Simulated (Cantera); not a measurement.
An isothermal, constant-pressure homogeneous reactor starts with CH₄ : H₂O = 1 : 3.1 (molar parts), at 1600 K and 578 Torr.

Cantera simulation using GRI-Mech 3.0 (53 species, 325 reactions); the numbers are that mechanism's predictions, not measurements.

One state of this run: x CH₄ = 0.0938; x H₂O = 0.651; x HCO = 1.50e-9; x C₂H₂ = 0.0536; x CO₂ = 0.00153; x C₂H = 2.10e-8; x H₂ = 0.191. x: mole fraction; the columns are a selection and need not sum to one.

Q: Which value of t (s) does it belong to?
A. 0.0734
B. 0.00363
C. 0.000180
D. 0.330

A: A, 0.0734
